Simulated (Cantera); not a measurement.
Charge: 1 mol MgO, 0.032 mol H2, at 1 atm.

Cantera equilibrium calculation (NASA polynomials, part measured and part estimated; ideal gas, pure solids and liquids). Candidate condensed phases: H2O, Mg, MgO, Mg(OH)2; 15 gas species. The tables' values for MgH are old estimates; treat these amounts as uncertain. The numbers say what is thermodynamically allowed, not how fast it happens.

At 3023 K, list the 4 most abundant gas species with their mole fractions, and the condensed phases.

H2 0.322, Mg 0.271, H2O 0.242, H 0.0955. Condensed: MgO(s).
